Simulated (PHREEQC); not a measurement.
Ca(OH)2 is added in steps, without added water, to 1 kg of water holding 0.0038 mol ZnSO4, 0.0002 mol NaCl and 0.15 mol H2SO4, at 62 °C. Oxygen alone is held at its pressure in air (log pO2 = -0.68). No CO2 enters from the air. The run lets Gypsum, Halite, Zn(OH)2(e) precipitate or redissolve, and no other solid.

Base run: PHREEQC, ion-association model, phreeqc.dat. Each further column changes one thing. The table gives Ca+2 (mol/kgw).

```csv
Ca(OH)2 added (mol),base,ZnSO4 replaced by ZnBr2 at the same molality,NaCl from 0.0002 to 0.001 mol/kgw,ZnSO4 from 0.0038 to 0.038 mol/kgw,no solid may form
0,0,0,0,0,0
0.01155,0.00664,0.00675,0.00665,0.00642,0.00664
0.0231,0.0133,0.0135,0.0133,0.0129,0.0133
0.03465,0.0166,0.0175,0.0166,0.0143,0.0200
0.04235,0.0163,0.0172,0.0163,0.0139,0.0243
0.0539,0.0158,0.0168,0.0159,0.0134,0.0308
0.06545,0.0153,0.0163,0.0154,0.0129,0.0371
0.077,0.0148,0.0158,0.0148,0.0123,0.0431
```

At this temperature some constants are extrapolated from 25 °C, and those without enthalpy data are left unchanged. In at least one series the solution becomes supersaturated in solids that the run did not let form, among them Gypsum.
